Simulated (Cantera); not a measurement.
Ammonia decomposition in nitride growth gas

An isothermal, constant-pressure homogeneous reactor starts with NH₃ : N₂ = 1 : 0.72 (molar parts), at 2225 K and 0.290 bar.

Detailed kinetics in Cantera: the gas-phase N/H chemistry of the illustrative SiF4/NH3 mechanism in the Surface Chemkin manual (1991). Walls and surfaces, which speed up NH3 decomposition in real reactors, are not modelled.

| t (s) | x NH₃ | x H₂ | x NH | x N₂H₂ | x N |
|---|---|---|---|---|---|
| 4.00e-6 | 0.581 | 6.17e-5 | 4.64e-8 | 6.85e-9 | 2.43e-11 |
| 1.40e-5 | 0.581 | 0.000225 | 8.65e-7 | 1.28e-7 | 1.42e-9 |
| 4.93e-5 | 0.579 | 0.000887 | 1.00e-5 | 2.13e-6 | 3.22e-8 |
| 0.000173 | 0.573 | 0.00544 | 3.05e-5 | 1.06e-5 | 2.06e-7 |
| 0.000608 | 0.551 | 0.0264 | 3.92e-5 | 1.11e-5 | 7.77e-7 |
| 0.00213 | 0.482 | 0.0922 | 4.81e-5 | 8.90e-6 | 2.13e-6 |
| 0.00750 | 0.314 | 0.252 | 4.96e-5 | 4.97e-6 | 3.62e-6 |
| 0.0263 | 0.0890 | 0.466 | 3.53e-5 | 1.13e-6 | 4.42e-6 |
| 0.0924 | 0.00102 | 0.546 | 7.91e-6 | 8.88e-9 | 4.48e-6 |
| 0.324 | 1.18e-5 | 0.545 | 2.38e-7 | 5.14e-12 | 2.18e-7 |
| 1.14 | 2.59e-6 | 0.545 | 5.25e-8 | <1e-12 | 4.79e-8 |
| 4.00 | 1.19e-6 | 0.545 | 2.41e-8 | <1e-12 | 2.20e-8 |
x: mole fraction; the columns are a selection and need not sum to one.

Equilibrium at this temperature and pressure: NH₃ 1.12e-6, H₂ 0.545, NH 2.27e-8, N₂H₂ <1e-12, N 2.07e-8 (gas phase only).
